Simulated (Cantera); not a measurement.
What does this Cantera script print?

```python
import numpy as np
import cantera as ct

gas_names = """
    H C3H8 CL2 CH3CL
""".split()
cond_names = """

""".split()


# ... load() reads the species with a 1 bar reference pressure and builds the phases ...
species = {s.name: s for s in load("nasa_gas.yaml", gas_names) + load("nasa_condensed.yaml", cond_names)}
# Each term lists the table entries of one substance; the one whose range holds T is used.
reactions = {
    '2 H(g) + 2 C3H8(g) + 3 Cl2(g) = 6 CH3Cl(g)':
        [(-2, ['H']), (-2, ['C3H8']), (-3, ['CL2']), (6, ['CH3CL'])],
}


def pick(names, T):
    return next(species[n] for n in names if species[n].thermo.min_temp <= T <= species[n].thermo.max_temp)


results = []
for label, terms in reactions.items():
    print(label)
    print("     T/K   dH/kJ  dS/(J/K)   dG/kJ   log10 K")
    for T in [973, 1123, 1273, 1423, 1573, 1723, 1873, 2023, 2173, 2323, 2473]:
        used = [(nu, pick(names, T)) for nu, names in terms]
        dH = sum(nu * s.thermo.h(T) for nu, s in used) / 1e6
        dS = sum(nu * s.thermo.s(T) for nu, s in used) / 1e3
        dG = dH - T * dS / 1e3
        logK = -dG * 1e6 / (ct.gas_constant * T * np.log(10))
        results.append((label, T, dH, dS, dG, logK, [s.name for _, s in used]))
        print(f"{T:8g} {dH:8.1f} {dS:8.1f} {dG:8.1f} {logK:8.2f}")
```

Output:

```
2 H(g) + 2 C3H8(g) + 3 Cl2(g) = 6 CH3Cl(g)
     T/K   dH/kJ  dS/(J/K)   dG/kJ   log10 K
     973   -744.9    -81.9   -665.2    35.71
    1123   -749.2    -86.0   -652.6    30.35
    1273   -753.1    -89.3   -639.4    26.24
    1423   -756.7    -91.9   -625.8    22.97
    1573   -759.9    -94.1   -611.9    20.32
    1723   -763.0    -96.0   -597.6    18.12
    1873   -765.8    -97.5   -583.1    16.26
    2023   -768.5    -98.9   -568.4    14.68
    2173   -771.0   -100.1   -553.5    13.30
    2323   -773.6   -101.3   -538.3    12.10
    2473   -776.1   -102.3   -523.1    11.05
```

Cantera with NASA thermochemical tables; ideal gases at 1 bar, condensed phases pure. Condensed species are held in their standard states even where they would react or evaporate.
